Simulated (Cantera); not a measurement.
Cantera run, input and output.

```python
import numpy as np
import cantera as ct

gas = ct.Solution("gri30.yaml")
gas.TPX = 2000, 1700, {'CH4': 0.034, 'H2': 1, 'H': 0.065}
inlet = ct.Reservoir(gas, clone=True)

reactor = ct.IdealGasConstPressureReactor(gas, energy="off", clone=False)
exhaust = ct.Reservoir(gas, clone=True)
tau = [2.2, 1.2, 0.62, 0.33, 0.18, 0.095, 0.051, 0.027, 0.015, 0.0078][0]
for a, b in ((inlet, reactor), (reactor, exhaust)):
    ct.MassFlowController(a, b, mdot=lambda t: reactor.mass / tau)
net = ct.ReactorNet([reactor])
show = ['CH4', 'H2', 'H', 'C2H6', 'C2H', 'C2H2', 'C2H4']

rows = []
print(f"{'tau/s':>10s}{'T/K':>9s}" + "".join(f"{s:>11s}" for s in show))
for tau in [2.2, 1.2, 0.62, 0.33, 0.18, 0.095, 0.051, 0.027, 0.015, 0.0078]:
    net.initial_time = 0.0
    net.advance(30 * tau)
    before = gas.X
    net.advance(40 * tau)
    drift = np.max(np.abs(gas.X - before) / (gas.X + 1e-9))
    rows.append([gas.T, *gas[show].X, drift])
    print(f"{tau:10.3e}{gas.T:9.1f}" + "".join(f"{x:11.3e}" for x in gas[show].X))
```

It prints:

```
     tau/s      T/K        CH4         H2          H       C2H6        C2H       C2H2       C2H4
 2.200e+00   2000.0  8.530e-04  9.708e-01  1.326e-02  9.467e-09  3.779e-06  1.481e-02  2.274e-06
 1.200e+00   2000.0  1.109e-03  9.703e-01  1.364e-02  1.641e-08  3.847e-06  1.464e-02  2.751e-06
 6.200e-01   2000.0  1.457e-03  9.695e-01  1.420e-02  2.933e-08  3.944e-06  1.441e-02  3.676e-06
 3.300e-01   2000.0  1.867e-03  9.685e-01  1.489e-02  5.014e-08  4.060e-06  1.413e-02  5.220e-06
 1.800e-01   2000.0  2.341e-03  9.674e-01  1.571e-02  8.252e-08  4.189e-06  1.380e-02  7.693e-06
 9.500e-02   2000.0  2.940e-03  9.659e-01  1.675e-02  1.372e-07  4.333e-06  1.337e-02  1.197e-05
 5.100e-02   2000.0  3.636e-03  9.642e-01  1.794e-02  2.217e-07  4.469e-06  1.286e-02  1.865e-05
 2.700e-02   2000.0  4.480e-03  9.621e-01  1.935e-02  3.570e-07  4.585e-06  1.221e-02  2.935e-05
 1.500e-02   2000.0  5.391e-03  9.599e-01  2.084e-02  5.467e-07  4.653e-06  1.147e-02  4.412e-05
 7.800e-03   2000.0  6.558e-03  9.570e-01  2.274e-02  8.612e-07  4.660e-06  1.050e-02  6.787e-05
```

Cantera simulation using GRI-Mech 3.0 (53 species, 325 reactions); the numbers are that mechanism's predictions, not measurements. GRI-Mech 3.0 stops at C3 and has no aromatics, soot or wall deposition, so with more carbon than oxygen in the feed, carbon stays in small species such as C2H2 where larger ones or solid carbon would form. Radical loss at walls, strong at low pressure, is not modelled.
